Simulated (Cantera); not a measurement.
A closed system holds: 1 mol Fe, a varied amount of CO2, 1.9 mol CO, equilibrated at 1573 K and 3.90 bar.

Equilibrium computed with Cantera from the NASA thermochemical tables; the gas is ideal and each condensed phase is pure. Candidate condensed phases: C, Fe, Fe(CO)5, FeO, Fe2O3, Fe3O4; 15 gas species. Mutual solubility and eutectic melting of coexisting phases are not modelled. The tables' stoichiometric FeO is somewhat more stable than real wüstite, so its field is too wide. FeO: taken at fixed stoichiometry. Rates play no part.

Question: Which condensed phases are stable at each of these points (n(CO2) (mol)): 0.048, 0.084, 0.15, 0.25, 0.44, 0.77, 1.3, 2.3, 4, 7?

Answer: 
```json
[
 {"n(CO2) (mol)": "0.048", "condensed phases": "Fe(γ)", "Fe condensed (%)": "100.0"},
 {"n(CO2) (mol)": "0.084", "condensed phases": "Fe(γ)", "Fe condensed (%)": "100.0"},
 {"n(CO2) (mol)": "0.15", "condensed phases": "Fe(γ)", "Fe condensed (%)": "100.0"},
 {"n(CO2) (mol)": "0.25", "condensed phases": "Fe(γ)", "Fe condensed (%)": "100.0"},
 {"n(CO2) (mol)": "0.44", "condensed phases": "Fe(γ) + FeO(s)", "Fe condensed (%)": "100.0"},
 {"n(CO2) (mol)": "0.77", "condensed phases": "Fe(γ) + FeO(s)", "Fe condensed (%)": "100.0"},
 {"n(CO2) (mol)": "1.3", "condensed phases": "Fe(γ) + FeO(s)", "Fe condensed (%)": "100.0"},
 {"n(CO2) (mol)": "2.3", "condensed phases": "FeO(s)", "Fe condensed (%)": "100.0"},
 {"n(CO2) (mol)": "4", "condensed phases": "FeO(s)", "Fe condensed (%)": "100.0"},
 {"n(CO2) (mol)": "7", "condensed phases": "FeO(s)", "Fe condensed (%)": "100.0"}
]
```

From 0.048 mol CO2 to 0.25 mol CO2 the condensed part is Fe(γ). From 0.44 mol CO2 to 1.3 mol CO2 the condensed part is Fe(γ) + FeO(s). From 2.3 mol CO2 to 7 mol CO2 the condensed part is FeO(s).
